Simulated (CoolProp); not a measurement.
Nitrogen along the isobar 979 kPa: Z from the reference equation and from simpler models built on Tc = 126.2 K, pc = 3396 kPa, ω = 0.037; each cubic takes its own stable root.

The numbers come from the reference Helmholtz-energy equation of state, Span 2000 in CoolProp.

```csv
T (K),phase,reference
76.1,liquid,0.05325
88.5,liquid,0.04935
101,liquid,0.04773
113.4,gas,0.8510
125.8,gas,0.8958
138.2,gas,0.9239
150.6,gas,0.9428
163.1,gas,0.9563
175.5,gas,0.9662
187.9,gas,0.9736
200.3,gas,0.9793
212.7,gas,0.9838
225.2,gas,0.9874
237.6,gas,0.9902
250,gas,0.9926
262.4,gas,0.9944
```

Task: How far does each simpler model (Redlich-Kwong, Soave-Redlich-Kwong, Peng-Robinson) lie from the reference over these 16 states: mean and median of the absolute difference, and the worst?

Result: 
- Redlich-Kwong: mean 0.5 %, median 0.2 %, worst +3.4 % at 101 K and 979 kPa
- Soave-Redlich-Kwong: mean 0.4 %, median 0.1 %, worst +3.5 % at 101 K and 979 kPa
- Peng-Robinson: mean 2.6 %, median 0.9 %, worst -11.7 % at 76.1 K and 979 kPa
